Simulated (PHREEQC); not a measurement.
Solution (25 °C): 0.043 mol MgCl2, 0.00021 mol K2SO4 and 5.5e-05 mol NaCl per kg of water. Closed to the air; pH follows from the charge balance.

Equilibrium calculation in PHREEQC: ion-association model, phreeqc.dat.

```yaml
ionic_strength: 0.129 mol/kgw
specific_conductance: 8440 µS/cm
density: 1.000 g/cm³
```

```json
[
 {"species": "Cl-", "molality": "0.0861", "activity": "0.0644", "log γ": "-0.126"},
 {"species": "Mg+2", "molality": "0.0429", "activity": "0.0163", "log γ": "-0.419"},
 {"species": "K+", "molality": "0.000420", "activity": "0.000313", "log γ": "-0.128"},
 {"species": "MgSO4", "molality": "0.000117", "activity": "0.000121", "log γ": "0.013"},
 {"species": "SO4-2", "molality": "9.24e-5", "activity": "3.16e-5", "log γ": "-0.466"},
 {"species": "Na+", "molality": "5.50e-5", "activity": "4.24e-5", "log γ": "-0.113"},
 {"species": "H+", "molality": "3.30e-7", "activity": "2.69e-7", "log γ": "-0.089"},
 {"species": "MgOH+", "molality": "2.80e-7", "activity": "2.20e-7", "log γ": "-0.104"},
 {"species": "KSO4-", "molality": "8.98e-8", "activity": "6.94e-8", "log γ": "-0.112"},
 {"species": "OH-", "molality": "5.07e-8", "activity": "3.76e-8", "log γ": "-0.130"},
 {"species": "NaSO4-", "molality": "8.68e-9", "activity": "6.71e-9", "log γ": "-0.112"},
 {"species": "HSO4-", "molality": "1.07e-9", "activity": "8.25e-10", "log γ": "-0.115"}
]
```

This is a speciation only: nothing precipitates in the calculation.
